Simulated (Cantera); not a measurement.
Charge: 1 mol PbO, 0.34 mol CH₄, 0.23 mol N₂, equilibrated at 36.0 Torr.

Equilibrium computed with Cantera from the NASA thermochemical tables; the gas is ideal and each condensed phase is pure. Candidate condensed phases: C, C₆H₆, C₇H₈, C₈H₁₈, H₂O, Pb, PbO, PbO₂, Pb₃O₄; 139 gas species. The numbers say what is thermodynamically allowed, not how fast it happens. All values below are at 1325 K.

Base state: H₂O 0.350, N₂ 0.170, H₂ 0.153, CO₂ 0.138, CO 0.113, Pb 0.0751, PbO 1.77e-5 (mole fractions); condensed: Pb(l).

Task: What changes in the equilibrium state with this change: pressure from 36.0 Torr to 97.5 Torr?

Result: 
| species | before | after |
|---|---|---|
| H₂O | 0.350 | 0.368 |
| N₂ | 0.170 | 0.179 |
| H₂ | 0.153 | 0.161 |
| Pb | 0.0751 | 0.0277 |
| CO₂ | 0.138 | 0.146 |
| CO | 0.113 | 0.119 |
| PbO | 1.77e-5 | 6.54e-6 |
| Pb(l), mol | 0.898 | 0.964 |

Task: What changes in the equilibrium state with this change: CH₄ from 0.34 to 0.49 mol?

Result: 
```tsv
species	before	after
H₂	0.153	0.324
H₂O	0.350	0.209
CO	0.113	0.198
CO₂	0.138	0.0685
N₂	0.170	0.125
Pb	0.0751	0.0751
PbO	1.77e-5	5.00e-6
Pb(l), mol	0.898	0.862
```

Task: What changes in the equilibrium state with this change: PbO replaced by Fe₃O₄?

Result: 
```json
[
 {"species": "H₂O", "before": "0.350", "after": "0.378"},
 {"species": "N₂", "before": "0.170", "after": "0.184"},
 {"species": "H₂", "before": "0.153", "after": "0.166"},
 {"species": "Pb", "before": "0.0751", "after": "0"},
 {"species": "CO₂", "before": "0.138", "after": "0.150"},
 {"species": "CO", "before": "0.113", "after": "0.122"},
 {"species": "PbO", "before": "1.77e-5", "after": "0"},
 {"species": "Pb(l), mol", "before": "0.898", "after": "0"},
 {"species": "FeO(s), mol", "before": "0", "after": "3.00"}
]
```
The tables' stoichiometric FeO is somewhat more stable than real wüstite, so its field is too wide. FeO: taken at fixed stoichiometry. Further candidate phases: Fe, Fe(CO)₅, FeO, Fe(OH)₂, Fe(OH)₃, Fe₂O₃, Fe₃O₄.
